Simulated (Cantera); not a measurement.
**Hydrocarbon pyrolysis for carbon deposition**

A perfectly stirred reactor is fed with CH4 : H2 = 1 : 1.4 (molar parts), at 0.240 Torr; it is held at 1950 K, and followed from long to short residence time.

Cantera simulation using GRI-Mech 3.0 (53 species, 325 reactions); the numbers are that mechanism's predictions, not measurements. GRI-Mech 3.0 stops at C3 and has no aromatics, soot or wall deposition, so with more carbon than oxygen in the feed, carbon stays in small species such as C2H2 where larger ones or solid carbon would form. Radical loss at walls, strong at low pressure, is not modelled.

```tsv
τ (s)	x CH4	x H2	x H	x C2H4	x CH2	x C2H6
2.7	0.0668	0.803	0.00369	0.000885	1.74e-5	8.88e-6
1.2	0.105	0.777	0.00324	0.00189	1.97e-5	1.87e-5
0.56	0.156	0.742	0.00279	0.00358	2.15e-5	3.40e-5
0.25	0.229	0.694	0.00221	0.00604	2.16e-5	5.37e-5
0.11	0.323	0.634	0.00143	0.00684	1.67e-5	5.64e-5
0.051	0.392	0.594	0.000686	0.00277	7.01e-6	2.43e-5
0.023	0.411	0.585	0.000293	0.000400	1.75e-6	5.26e-6
0.010	0.415	0.584	0.000129	3.77e-5	3.61e-7	9.09e-7
0.0047	0.416	0.583	6.56e-5	3.93e-6	7.99e-8	1.64e-7
0.0021	0.416	0.583	3.44e-5	3.15e-7	1.47e-8	2.14e-8
```
x: mole fraction; the columns are a selection and need not sum to one.
